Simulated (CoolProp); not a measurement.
Vapour-liquid equilibrium of cyclohexane (1) + toluene (2) at 300.3 K; x and y are mole fractions of (1).

Computed with CoolProp (multi-fluid Helmholtz-energy mixture model, Zhou 2014 and Lemmon 2006; pair parameters Bell 2016).

Task: Give the bubble pressure and the first vapour's composition at x = 0.35, 0.65, 0.8. Is there an azeotrope?

Result: x = 0.35: 0.008831 MPa, y = 0.673; x = 0.65: 0.01158 MPa, y = 0.848; x = 0.8: 0.01277 MPa, y = 0.913. No azeotrope shows between x = 0.05 and 0.95.

The pair parameters rest on a limited set of measurements; away from them the model extrapolates.
